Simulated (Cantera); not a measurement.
Cantera with NASA thermochemical tables; ideal gases at 1 bar, condensed phases pure. Values are per mole of reaction as written; species without (g) are pure solids or liquids, kept so even where they would boil at 1 bar.

2 B + O2(g) → B2O2(g)

| T (K) | ΔH° (kJ) | ΔS° (J/K) | ΔG° (kJ) | log10 K |
|---|---|---|---|---|
| 300 | -456.0 | 25.8 | -463.8 | 80.75 |
| 1198 | [?] | [?] | [?] | [?] |
| 1248 | [?] | [?] | [?] | [?] |
| 1298 | -460.6 | 21.4 | -488.4 | 19.65 |
| 1348 | [?] | [?] | [?] | [?] |
| 1398 | -461.5 | 20.7 | -490.5 | 18.33 |
| 1448 | [?] | [?] | [?] | [?] |

Task: Complete the blanks.

Result: 
- 1198, ΔH° (kJ): -459.8
- 1198, ΔS° (J/K): 22.0
- 1198, ΔG° (kJ): -486.2
- 1198, log10 K: 21.20
- 1248, ΔH° (kJ): -460.2
- 1248, ΔS° (J/K): 21.7
- 1248, ΔG° (kJ): -487.3
- 1248, log10 K: 20.39
- 1348, ΔH° (kJ): -461.0
- 1348, ΔS° (J/K): 21.1
- 1348, ΔG° (kJ): -489.4
- 1348, log10 K: 18.96
- 1448, ΔH° (kJ): -461.9
- 1448, ΔS° (J/K): 20.4
- 1448, ΔG° (kJ): -491.5
- 1448, log10 K: 17.73
